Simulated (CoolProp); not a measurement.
Vapour-liquid equilibrium of ethane (1) + n-perfluorobutane (2) at 1.81 bar; x and y are mole fractions of (1).

Model: multi-fluid Helmholtz-energy mixture model, Bücker 2006 and Gao 2022; pair parameters Bell 2016, in CoolProp.

Problem. Give the bubble temperature and the first vapour's composition at x = 0.05, 0.8, 0.95. Is there an azeotrope?

Solution. x = 0.05: 256.6 K, y = 0.700; x = 0.8: 199.2 K, y = 0.994; x = 0.95: 197.1 K, y = 0.998. No azeotrope shows between x = 0.05 and 0.95.

The pair parameters rest on a limited set of measurements; away from them the model extrapolates. With so large a gap from Raoult's law the liquid may split in two, which this calculation doesn't test in full.
